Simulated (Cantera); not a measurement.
**Thermodynamics of tantalum, niobium, vanadium and zirconium in process gases, feed V + O2 + N2 + N2O**

Charge: 1 mol V, 6.8 mol O2, 20 mol N2, 6.7 mol N2O, held at 800 K and 370000 Pa.

Method: chemical equilibrium by Gibbs-energy minimisation in Cantera with the NASA 1993 tables (ideal gas, pure condensed phases). Candidate condensed phases: V, VN, VO, V2O3, V2O4, V2O5; 13 gas species. Condensed phases not in the tables: the oxides between V2O3 and V2O5 other than VO2. Gases not in the tables: V4O10. Equilibrium is a limit: real reactors are often held back by kinetics, nucleation or transport.

The x(N2) comes out as 0.750 and the x(O2) is 0.250. The x(NO) is 2.13e-6 and the x(NO2) is 1.39e-6. The n(V2O5(s)) is 0.500 mol, the gas amount comes out as 35.60 mol and the log10 activity of V(s) (absent) is -39.30.
